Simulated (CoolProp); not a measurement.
Vapour-liquid equilibrium of R125 (1) + R245fa (2) at 0.0463 MPa; x and y are mole fractions of (1).

The numbers come from the multi-fluid Helmholtz-energy mixture model, Lemmon 2005 and Akasaka 2015; pair parameters Bell 2016 in CoolProp.

| x | bubble temperature, mixture model (°C) | bubble temperature, Raoult's law (°C) | y, mixture model | y, Raoult's law |
|---|---|---|---|---|
| 0.05 | -15.6 | -14.2 | 0.484 | 0.451 |
| 0.15 | -31.0 | -28.7 | 0.803 | 0.780 |
| 0.25 | -39.7 | -37.6 | 0.898 | 0.889 |
| 0.35 | -45.4 | -43.9 | 0.939 | 0.937 |
| 0.45 | -49.6 | -48.6 | 0.961 | 0.962 |
| 0.55 | -52.9 | -52.3 | 0.974 | 0.976 |
| 0.65 | -55.7 | -55.3 | 0.983 | 0.985 |
| 0.75 | -58.0 | -57.8 | 0.990 | 0.992 |
| 0.85 | -60.1 | -60.0 | 0.995 | 0.996 |
| 0.95 | -61.9 | -61.9 | 0.998 | 0.999 |

The largest gap from Raoult's law is -2.3 K in bubble temperature, at x = 0.15. No azeotrope shows between x = 0.05 and 0.95.

Pair parameters are fitted to limited data, so mixtures are less certain than the pure fluids.
